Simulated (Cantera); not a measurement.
A closed system holds: 1 mol Fe2O3, 2.1 mol SO3, 0.17 mol H2O, 0.055 mol SO2, equilibrated at 1325 K and 1.00 bar.

Cantera equilibrium calculation (NASA polynomials, part measured and part estimated; ideal gas, pure solids and liquids). Candidate condensed phases: Fe, FeO, Fe(OH)2, Fe(OH)3, FeS, FeSO4, FeS2, Fe2O3, Fe2(SO4)3, Fe3O4, H2O, H2SO4, S; 22 gas species. The numbers say what is thermodynamically allowed, not how fast it happens.

Base state: SO2 0.615, O2 0.299, H2O 0.0512, SO3 0.0347, OH 1.09e-5 (mole fractions); condensed: Fe2O3(s).

### Question
What changes in the equilibrium state with this change: Fe2O3 replaced by FeS2?

### Answer
| species | before | after |
|---|---|---|
| SO2 | 0.615 | 0.871 |
| S2 | <1e-9 | 0.0707 |
| H2O | 0.0512 | 0.0479 |
| O2 | 0.299 | <1e-9 |
| SO3 | 0.0347 | 9.82e-7 |
| S2O | <1e-9 | 0.00666 |
| H2S | <1e-9 | 0.00148 |
| SO | 1.61e-8 | 0.00114 |
| Fe2O3(s), mol | 1.00 | 0 |
| FeS(s), mol | 0 | 0.654 |
| Fe3O4(s), mol | 0 | 0.115 |
Mutual solubility and eutectic melting of coexisting phases are not modelled. FeS: taken at fixed stoichiometry.
